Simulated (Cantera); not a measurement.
An isothermal, constant-pressure homogeneous reactor starts with H2 : O2 : N2 = 0.96 : 1 : 9.1 (molar parts), equivalence ratio 0.48, at 800 K and 0.132 atm.

Cantera simulation using the H2/O2 subset of GRI-Mech 3.0, which has no nitrogen chemistry; the numbers are that mechanism's predictions, not measurements. Radical loss at walls, strong at low pressure, is not modelled. Below about 950 K walls govern HO2 and H2O2 in real vessels. The temperature is held fixed by assumption; the heat of reaction is taken as removed at once.

x: mole fraction; the columns are a selection and need not sum to one.

```json
[
 {"t (s)": "7.00e-6", "x H2": "0.0868", "x O2": "0.0904", "x H2O2": "<1e-12", "x H2O": "<1e-12", "x HO2": "<1e-12", "x H": "<1e-12"},
 {"t (s)": "2.88e-5", "x H2": "0.0868", "x O2": "0.0904", "x H2O2": "<1e-12", "x H2O": "<1e-12", "x HO2": "<1e-12", "x H": "<1e-12"},
 {"t (s)": "0.000118", "x H2": "0.0868", "x O2": "0.0904", "x H2O2": "<1e-12", "x H2O": "<1e-12", "x HO2": "<1e-12", "x H": "<1e-12"},
 {"t (s)": "0.000487", "x H2": "0.0868", "x O2": "0.0904", "x H2O2": "<1e-12", "x H2O": "<1e-12", "x HO2": "<1e-12", "x H": "<1e-12"},
 {"t (s)": "0.00201", "x H2": "0.0868", "x O2": "0.0904", "x H2O2": "<1e-12", "x H2O": "2.88e-12", "x HO2": "4.68e-12", "x H": "1.26e-12"},
 {"t (s)": "0.00825", "x H2": "0.0868", "x O2": "0.0904", "x H2O2": "<1e-12", "x H2O": "5.00e-11", "x HO2": "5.75e-11", "x H": "5.10e-12"},
 {"t (s)": "0.0339", "x H2": "0.0868", "x O2": "0.0904", "x H2O2": "4.48e-12", "x H2O": "8.82e-10", "x HO2": "9.11e-10", "x H": "2.29e-11"},
 {"t (s)": "0.140", "x H2": "0.0868", "x O2": "0.0904", "x H2O2": "5.59e-10", "x H2O": "3.78e-8", "x HO2": "3.74e-8", "x H": "4.41e-10"},
 {"t (s)": "0.574", "x H2": "0.0285", "x O2": "0.0627", "x H2O2": "1.35e-5", "x H2O": "0.0609", "x HO2": "2.16e-6", "x H": "2.79e-9"},
 {"t (s)": "2.36", "x H2": "0.0285", "x O2": "0.0627", "x H2O2": "1.78e-5", "x H2O": "0.0609", "x HO2": "1.78e-6", "x H": "3.37e-9"},
 {"t (s)": "9.72", "x H2": "0.0284", "x O2": "0.0626", "x H2O2": "4.38e-5", "x H2O": "0.0610", "x HO2": "2.73e-6", "x H": "8.28e-9"},
 {"t (s)": "40.0", "x H2": "(withheld)", "x O2": "0.0613", "x H2O2": "(withheld)", "x H2O": "0.0636", "x HO2": "(withheld)", "x H": "(withheld)"}
]
```

Problem. Some entries are withheld; supply them.

Solution. 
- 40.0, x H2: 0.0258
- 40.0, x H2O2: 0.000156
- 40.0, x HO2: 4.70e-6
- 40.0, x H: 2.69e-8
